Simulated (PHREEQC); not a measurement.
1 kg of water holding 0.009 mol MgCl2 and 0.0062 mol KCl is evaporated at 15 °C; the solids stay in contact with the brine. CO2 from the air is kept out. Solids allowed: Bischofite, Brucite, Carnallite, Sylvite, MgCl2_4H2O. Others were left out.

All values are PHREEQC results (Pitzer model, pitzer.dat), not measurements.

```json
[
 {"water left (kg)": "1", "ionic strength": "0.0332", "water activity": "0.999", "Mg in solution (mol/kgw)": "0.00900"},
 {"water left (kg)": "0.8219", "ionic strength": "0.0404", "water activity": "0.999", "Mg in solution (mol/kgw)": "0.0109"},
 {"water left (kg)": "0.6755", "ionic strength": "0.0491", "water activity": "0.999", "Mg in solution (mol/kgw)": "0.0133"},
 {"water left (kg)": "0.4563", "ionic strength": "0.0728", "water activity": "0.999", "Mg in solution (mol/kgw)": "0.0197"},
 {"water left (kg)": "0.375", "ionic strength": "0.0885", "water activity": "0.998", "Mg in solution (mol/kgw)": "0.0240"},
 {"water left (kg)": "0.3082", "ionic strength": "0.108", "water activity": "0.998", "Mg in solution (mol/kgw)": "0.0292"},
 {"water left (kg)": "0.2533", "ionic strength": "0.131", "water activity": "0.998", "Mg in solution (mol/kgw)": "0.0355"},
 {"water left (kg)": "0.1711", "ionic strength": "0.194", "water activity": "0.996", "Mg in solution (mol/kgw)": "0.0526"},
 {"water left (kg)": "0.1407", "ionic strength": "0.236", "water activity": "0.996", "Mg in solution (mol/kgw)": "0.0640"},
 {"water left (kg)": "0.1156", "ionic strength": "0.287", "water activity": "0.995", "Mg in solution (mol/kgw)": "0.0778"},
 {"water left (kg)": "0.09502", "ionic strength": "0.349", "water activity": "0.993", "Mg in solution (mol/kgw)": "0.0947"},
 {"water left (kg)": "0.06418", "ionic strength": "0.517", "water activity": "0.990", "Mg in solution (mol/kgw)": "0.140"},
 {"water left (kg)": "0.05275", "ionic strength": "0.629", "water activity": "[?]", "Mg in solution (mol/kgw)": "0.171"},
 {"water left (kg)": "0.04335", "ionic strength": "0.766", "water activity": "[?]", "Mg in solution (mol/kgw)": "0.208"},
 {"water left (kg)": "0.03564", "ionic strength": "0.932", "water activity": "0.982", "Mg in solution (mol/kgw)": "0.253"},
 {"water left (kg)": "0.0293", "ionic strength": "1.13", "water activity": "0.978", "Mg in solution (mol/kgw)": "0.307"},
 {"water left (kg)": "0.01979", "ionic strength": "1.68", "water activity": "[?]", "Mg in solution (mol/kgw)": "0.455"},
 {"water left (kg)": "0.01627", "ionic strength": "2.04", "water activity": "[?]", "Mg in solution (mol/kgw)": "0.553"},
 {"water left (kg)": "0.01337", "ionic strength": "2.48", "water activity": "0.948", "Mg in solution (mol/kgw)": "0.673"},
 {"water left (kg)": "0.01099", "ionic strength": "3.02", "water activity": "0.934", "Mg in solution (mol/kgw)": "0.819"},
 {"water left (kg)": "0.007426", "ionic strength": "4.47", "water activity": "[?]", "Mg in solution (mol/kgw)": "1.21"},
 {"water left (kg)": "0.006093", "ionic strength": "5.45", "water activity": "0.858", "Mg in solution (mol/kgw)": "1.48"},
 {"water left (kg)": "0.005012", "ionic strength": "6.62", "water activity": "0.816", "Mg in solution (mol/kgw)": "1.80"}
]
```

Task: What belongs in the gaps?

Result: 
- 0.05275, water activity: 0.988
- 0.04335, water activity: 0.985
- 0.01979, water activity: 0.966
- 0.01627, water activity: 0.958
- 0.007426, water activity: 0.891
